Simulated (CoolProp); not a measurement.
Vapour-liquid equilibrium of n-butane (1) + R245fa (2) at 0.108 MPa; x and y are mole fractions of (1).

The numbers come from the multi-fluid Helmholtz-energy mixture model, Bücker 2006 and Akasaka 2015; pair parameters Bell 2016 in CoolProp.

| x | bubble temperature, mixture model (K) | bubble temperature, Raoult's law (K) | y, mixture model | y, Raoult's law |
|---|---|---|---|---|
| 0.05 | 281.5 | 288.9 | 0.313 | 0.084 |
| 0.15 | 272.8 | 287.1 | 0.561 | 0.236 |
| 0.25 | 269.6 | 285.4 | 0.639 | 0.372 |
| 0.35 | 268.6 | 283.8 | 0.666 | 0.491 |
| 0.45 | 268.4 | 282.2 | 0.673 | 0.597 |
| 0.55 | 268.4 | 280.6 | 0.673 | 0.691 |
| 0.65 | 268.3 | 279.1 | 0.675 | 0.775 |
| 0.75 | 268.4 | 277.7 | 0.689 | 0.849 |
| 0.85 | 268.9 | 276.3 | 0.731 | 0.915 |
| 0.95 | 271.3 | 275.0 | 0.856 | 0.973 |

The largest gap from Raoult's law is -15.8 K in bubble temperature, at x = 0.25. y crosses x between x = 0.65 and 0.75: the model has an azeotrope there.

Pair parameters are fitted to limited data, so mixtures are less certain than the pure fluids. With so large a gap from Raoult's law the liquid may split in two, which this calculation doesn't test in full.
